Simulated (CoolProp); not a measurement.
A single-stage vapour-compression cycle with propylene: evaporating at 237.15 K (dew point), condensing at 293.15 K (bubble point), superheat 10 K, subcooling 5 K, compressor efficiency 0.9, no pressure losses. Each further row changes one setting.

Model: reference Helmholtz-energy equation of state, Lemmon 2013, in CoolProp.

```csv
case,cooling COP,pressure ratio,discharge temperature (K),refrigerating effect (kJ/kg),volumetric capacity (kJ/m³)
as stated,3.07,6.09,327.9,318,1140
evaporating temperature 242.15 K,3.51,(withheld),324.7,(withheld),1390
condensing temperature 288.15 K,3.46,5.34,(withheld),331,1180
subcooling 10 K,(withheld),6.09,327.9,331,1180
superheat 20 K,3.07,6.09,338.3,(withheld),1140
compressor efficiency 0.8,2.73,6.09,335.0,318,1140
```

Task: What belongs in the gaps?

Result: 
- evaporating temperature 242.15 K, pressure ratio: 5.00
- evaporating temperature 242.15 K, refrigerating effect (kJ/kg): 324
- condensing temperature 288.15 K, discharge temperature (K): 321.6
- subcooling 10 K, cooling COP: 3.19
- superheat 20 K, refrigerating effect (kJ/kg): 332
